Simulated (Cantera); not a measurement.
An adiabatic, constant-volume homogeneous reactor starts with 14.1 % CO, 0.859 % H2, 6.34 % CH4, 18.3 % O2, 60.4 % N2, equivalence ratio 1.1, at 1500 K and 1100000 Pa.

Computed with Cantera and GRI-Mech 3.0 (53 species, 325 reactions). Above 3000 K some thermodynamic fits are extrapolated.

Task: Predict: time of steepest temperature rise; temperature at 0.900 s; equilibrium temperature; x(CO) at 0.900 s; x(H2) at 0.900 s; x(NO) at 0.900 s.

Result: time of steepest temperature rise: 85.4 µs
temperature at 0.900 s: 3180 K
equilibrium temperature: 3180 K
x(CO) at 0.900 s: 0.0966 (gas-phase equilibrium 0.0966)
x(H2) at 0.900 s: 0.0126 (gas-phase equilibrium 0.0126)
x(NO) at 0.900 s: 0.0163 (gas-phase equilibrium 0.0163)
